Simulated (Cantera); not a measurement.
A perfectly stirred reactor is fed with C2H6 : N2 = 1 : 4 (molar parts), at 110 Pa; it is held at 1000 K, and followed from long to short residence time.

Detailed kinetics in Cantera: GRI-Mech 3.0 (53 species, 325 reactions). GRI-Mech 3.0 stops at C3 and has no aromatics, soot or wall deposition, so with more carbon than oxygen in the feed, carbon stays in small species such as C2H2 where larger ones or solid carbon would form. Radical loss at walls, strong at low pressure, is not modelled.

```csv
quantity,before,after
x(C2H6) at τ = 7.50 s,0.187,0.428
x(H) at τ = 7.50 s,4.24e-7,5.61e-7
x(H2) at τ = 7.50 s,0.0101,0.0301
x(CH4) at τ = 7.50 s,0.000977,0.00302
x(CH3) at τ = 7.50 s,8.78e-6,1.15e-5
x(C2H6) at τ = 53.0 ms,0.200,0.476
x(H) at τ = 53.0 ms,4.59e-9,1.20e-8
x(H2) at τ = 53.0 ms,8.40e-7,5.22e-6
x(CH4) at τ = 53.0 ms,4.41e-7,1.98e-6
x(CH3) at τ = 53.0 ms,5.93e-7,1.12e-6
```

### Question
Name the change that produced these shifts.
A. N2 4 to 1.1 parts
B. pressure from 110 Pa to 380 Pa
C. pressure from 110 Pa to 1330 Pa
D. temperature 1000 to 1525 K

### Answer
A, N2 4 to 1.1 parts
